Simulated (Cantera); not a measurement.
An isothermal, constant-pressure homogeneous reactor starts with H2 : O2 = 0.02 : 1 (molar parts), equivalence ratio 0.010, at 1225 K and 1330 Pa.

Detailed kinetics in Cantera: the H2/O2 subset of GRI-Mech 3.0, which has no nitrogen chemistry. Radical loss at walls, strong at low pressure, is not modelled.

x: mole fraction; the columns are a selection and need not sum to one.

| t (s) | x H2 | x O2 | x H | x OH | x HO2 | x H2O | x H2O2 |
|---|---|---|---|---|---|---|---|
| 8.00e-6 | 0.0196 | 0.980 | 2.03e-10 | 2.18e-11 | 2.24e-10 | <1e-12 | <1e-12 |
| 2.08e-5 | 0.0196 | 0.980 | 4.56e-10 | 1.31e-10 | 5.84e-10 | 5.96e-12 | <1e-12 |
| 5.41e-5 | 0.0196 | 0.980 | 8.86e-10 | 6.79e-10 | 1.52e-9 | 8.51e-11 | <1e-12 |
| 0.000141 | 0.0196 | 0.980 | 1.63e-9 | 2.91e-9 | 3.96e-9 | 1.02e-9 | <1e-12 |
| 0.000366 | 0.0196 | 0.980 | 4.54e-9 | 1.32e-8 | 1.03e-8 | 1.14e-8 | 3.67e-12 |
| 0.000953 | 0.0196 | 0.980 | 4.27e-8 | 1.47e-7 | 2.73e-8 | 2.23e-7 | 2.46e-11 |
| 0.00248 | 0.0195 | 0.980 | ___ | ___ | ___ | ___ | 2.59e-10 |
| 0.00645 | 0.000339 | 0.964 | 0.00172 | 0.00198 | 1.70e-6 | 0.0174 | 5.11e-8 |
| 0.0168 | 0.000139 | 0.965 | 0.00125 | 0.00153 | 1.44e-6 | 0.0181 | 3.40e-8 |
| 0.0437 | 0.000111 | 0.968 | 0.000871 | 0.00137 | 1.31e-6 | 0.0184 | 3.35e-8 |
| 0.114 | 6.61e-5 | 0.973 | 0.000393 | 0.00106 | 1.05e-6 | 0.0189 | 3.15e-8 |
| 0.296 | ___ | 0.977 | ___ | ___ | ___ | 0.0194 | ___ |
| 0.769 | 6.17e-6 | 0.979 | 1.10e-5 | 0.000325 | 2.85e-7 | 0.0196 | 1.56e-8 |
| 2.00 | 1.23e-6 | 0.980 | 9.80e-7 | 0.000146 | 9.19e-8 | 0.0197 | 6.87e-9 |

Q: Some entries are withheld; supply them.

A: 
- 0.00248, x H: 1.12e-5
- 0.00248, x OH: 3.89e-5
- 0.00248, x HO2: 2.17e-7
- 0.00248, x H2O: 6.68e-5
- 0.296, x H2: 2.51e-5
- 0.296, x H: 9.03e-5
- 0.296, x OH: 0.000654
- 0.296, x HO2: 6.49e-7
- 0.296, x H2O2: 2.56e-8
